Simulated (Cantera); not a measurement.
A freely propagating, adiabatic, planar premixed flame of CH4 : O2 : N2 = 1 : 2.78 : 10.4 (molar parts), unburnt at 600 K and 0.217 atm; mixture-averaged transport, grid criteria slope 0.08 and curve 0.16, no radiation.

Detailed kinetics in Cantera: GRI-Mech 3.0 (53 species, 325 reactions). Burning velocities carry a grid error of a few per cent, more on coarse grids.

x: mole fraction of selected species; z is measured from the peak of heat release.

```csv
z (mm),T (K),u (m/s),x CH4,x O2,x O,x HO2,x H2O,x CO2
-4.23,600,1.40,0.0705,0.196,<1e-8,1.30e-7,1.05e-5,2.53e-8
-2.82,601,1.41,0.0704,0.196,<1e-8,2.16e-6,0.000135,6.99e-7
-2.11,604,1.42,0.0700,0.195,4.99e-8,1.09e-5,0.000674,6.16e-6
-1.41,635,1.50,0.0679,0.193,8.32e-7,4.33e-5,0.00477,0.000110
-0.704,893,2.12,0.0520,0.173,2.99e-5,6.09e-5,0.0330,0.00222
-0.352,1219,2.93,0.0302,0.141,0.000231,0.000129,0.0669,0.00720
0,1548,3.74,0.00832,0.102,0.00161,0.000132,0.102,0.0165
0.352,1684,4.08,0.000878,0.0783,0.00509,2.50e-5,0.119,0.0272
0.704,1718,4.15,5.27e-5,0.0693,0.00733,5.94e-6,0.122,0.0361
1.41,1752,4.21,2.54e-7,0.0638,0.00825,4.25e-6,0.122,0.0468
2.82,1798,4.30,<1e-8,0.0609,0.00787,3.67e-6,0.122,0.0539
5.63,1858,4.43,<1e-8,0.0593,(withheld),(withheld),0.125,0.0572
11.3,1927,4.57,<1e-8,0.0579,(withheld),(withheld),0.129,0.0598
```

Question: Fill in the missing entries.

Answer: 
- 5.63, x O: 0.00653
- 5.63, x HO2: 2.98e-6
- 11.3, x O: 0.00471
- 11.3, x HO2: 2.20e-6
